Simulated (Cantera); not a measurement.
Feed: 1 mol PbO, 1.4 mol C, 0.5 mol CO, 1.5 mol CH4, held at 270 Pa.

Equilibrium computed with Cantera from the NASA thermochemical tables; the gas is ideal and each condensed phase is pure. Candidate condensed phases: C, C6H6, C7H8, C8H18, H2O, Pb, PbO, PbO2, Pb3O4; 113 gas species. Kinetics and transport are ignored.

Question: At 1873 K, list the 5 most abundant gas species with their mole fractions, and the condensed phases.

Answer: H2 0.538, CO 0.271, Pb 0.181, H 0.00911, C2H2 (acetylene) 0.000168. Condensed: C(graphite).
